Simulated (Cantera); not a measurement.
**Adiabatic ignition**

An adiabatic, constant-volume homogeneous reactor starts with C₃H₈ : O₂ : N₂ = 1 : 3.57 : 13.4 (molar parts), at 1625 K and 14.0 bar.

Cantera simulation using GRI-Mech 3.0 (53 species, 325 reactions); the numbers are that mechanism's predictions, not measurements. GRI-Mech 3.0 was tuned for natural gas; its chemistry of propane as a main component is partial and can be far from experiment. The pressure lies above the range GRI-Mech 3.0 was tuned for (to about 10 atm). Above 3000 K some thermodynamic fits are extrapolated.

| t (s) | T (K) | P (bar) | x C₃H₈ | x O₂ | x C₂H₄ | x NO₂ | x H₂ | x NO |
|---|---|---|---|---|---|---|---|---|
| 4.00e-6 | 1742 | 15.8 | 0.0159 | 0.162 | 0.0325 | 1.21e-10 | 0.0167 | 2.31e-9 |
| 1.12e-5 | 3284 | 32.8 | <1e-12 | 0.00302 | <1e-12 | 1.17e-6 | 0.0454 | 0.00355 |
| 3.12e-5 | 3272 | 32.7 | <1e-12 | 0.00268 | <1e-12 | 2.00e-6 | 0.0463 | 0.00636 |
| 8.71e-5 | 3271 | 32.7 | <1e-12 | 0.00266 | <1e-12 | 2.05e-6 | 0.0464 | 0.00656 |
| 0.000243 | 3271 | 32.7 | <1e-12 | 0.00266 | <1e-12 | 2.05e-6 | 0.0464 | 0.00656 |
| 0.000679 | 3271 | 32.7 | <1e-12 | 0.00266 | <1e-12 | 2.05e-6 | 0.0464 | 0.00656 |
| 0.00190 | 3271 | 32.7 | <1e-12 | 0.00266 | <1e-12 | 2.05e-6 | 0.0464 | 0.00656 |
| 0.00530 | 3271 | 32.7 | <1e-12 | 0.00266 | <1e-12 | 2.05e-6 | 0.0464 | 0.00656 |
| 0.0148 | 3271 | 32.7 | <1e-12 | 0.00266 | <1e-12 | 2.05e-6 | 0.0464 | 0.00656 |
| 0.0413 | 3271 | 32.7 | <1e-12 | 0.00266 | <1e-12 | 2.05e-6 | 0.0464 | 0.00656 |
| 0.115 | 3271 | 32.7 | <1e-12 | 0.00266 | <1e-12 | 2.05e-6 | 0.0464 | 0.00656 |
| 0.322 | 3271 | 32.7 | <1e-12 | 0.00266 | <1e-12 | 2.05e-6 | 0.0464 | 0.00656 |
| 0.900 | 3271 | 32.7 | <1e-12 | 0.00266 | <1e-12 | 2.05e-6 | 0.0464 | 0.00656 |
x: mole fraction; the columns are a selection and need not sum to one.

The time of steepest temperature rise is 4.79 µs and the temperature at 0.900 s comes out as 3271 K. The equilibrium temperature is 3271 K and the x(C₃H₈) at 0.900 s is <1e-12 (gas-phase equilibrium <1e-12). The x(O₂) at 0.900 s comes out as 0.00266 (gas-phase equilibrium 0.00266) and the x(C₂H₄) at 0.900 s is <1e-12 (gas-phase equilibrium <1e-12).
